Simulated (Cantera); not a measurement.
# HCl + O₂ (abatement and gas-phase synthesis)

Input: 1 mol HCl, 0.036 mol O₂, equilibrated at 10000 Pa.

Equilibrium computed with Cantera from the NASA thermochemical tables; the gas is ideal and each condensed phase is pure. Candidate condensed phases: H₂O; 14 gas species. The numbers say what is thermodynamically allowed, not how fast it happens.

From 500 K to 1800 K nothing is condensed.

| T (K) | x HCl | x Cl | x Cl₂ | x H₂O | x O₂ |
|---|---|---|---|---|---|
| 500 | 0.856 | 1.22e-10 | 0.0720 | 0.0720 | 3.42e-9 |
| 600 | 0.856 | 1.66e-8 | 0.0720 | 0.0720 | 3.62e-7 |
| 700 | 0.856 | 5.61e-7 | 0.0720 | 0.0720 | 1.02e-5 |
| 800 | 0.856 | 7.92e-6 | 0.0717 | 0.0717 | 0.000125 |
| 900 | 0.859 | 6.20e-5 | 0.0703 | 0.0703 | 0.000811 |
| 1000 | 0.865 | 0.000315 | 0.0658 | 0.0659 | 0.00293 |
| 1100 | 0.875 | 0.00116 | 0.0582 | 0.0588 | 0.00635 |
| 1200 | 0.886 | 0.00333 | 0.0497 | 0.0513 | 0.00991 |
| 1300 | 0.893 | 0.00796 | 0.0412 | 0.0452 | 0.0128 |
| 1400 | 0.895 | 0.0163 | 0.0329 | 0.0410 | 0.0147 |
| 1500 | 0.892 | 0.0290 | 0.0247 | 0.0392 | 0.0153 |
| 1600 | 0.883 | 0.0456 | 0.0172 | 0.0399 | 0.0146 |
| 1700 | 0.869 | 0.0640 | 0.0111 | 0.0430 | 0.0127 |
| 1800 | 0.853 | 0.0822 | 0.00677 | 0.0476 | 0.0101 |
x: gas mole fraction; nothing condenses.
